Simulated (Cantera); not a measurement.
Input: 1 mol B2O3, 3.2 mol Cl2, 0.95 mol O2, held at 1202 °C and 68000 Pa.

These are equilibrium values from Cantera (NASA tables, ideal gas, pure condensed phases), not measurements of a reactor. Candidate condensed phases: B, B2O3; 18 gas species. The tables' values for BOCl are old estimates; treat these amounts as uncertain. Kinetics and transport are ignored.

Base state: Cl2 0.726, O2 0.223, Cl 0.0509, ClO 0.000503, BOCl 0.000112, BCl3 5.04e-5, B2O3 1.90e-5, B3O3Cl3 1.72e-5 (mole fractions); condensed: B2O3(l).

Q: What changes in the equilibrium state with this change: temperature from 1202 °C to 1427 °C?

A: 
```tsv
species	before	after
Cl2	0.726	0.605
O2	0.223	0.208
Cl	0.0509	0.181
BOCl	0.000112	0.00242
B2O3	1.90e-5	0.00115
BO2	6.44e-6	0.000213
O	1.64e-6	2.47e-5
B3O3Cl3	1.72e-5	0.000143
B2O3(l), mol	0.999	0.987
```

Q: What changes in the equilibrium state with this change: pressure from 68000 Pa to 44.0 Pa?

A: 
```tsv
species	before	after
Cl	0.0509	0.723
O2	0.223	0.140
Cl2	0.726	0.0950
B2O3	1.90e-5	0.0293
BOCl	0.000112	0.0112
BO2	6.44e-6	0.00141
O	1.64e-6	5.11e-5
ClO	0.000503	0.000144
B3O3Cl3	1.72e-5	7.27e-6
B2O3(l), mol	0.999	0.754
```

Q: What changes in the equilibrium state with this change: temperature from 1202 °C to 975 °C?

A: 
```
species         before    after
------------  --------  -------
Cl2              0.726    0.764
O2               0.223    0.228
Cl              0.0509  0.00812
BCl3           5.04e-5  2.37e-6
B2O3           1.90e-5  6.13e-8
BOCl          0.000112  1.43e-6
B2O3(l), mol     0.999    1.000
```
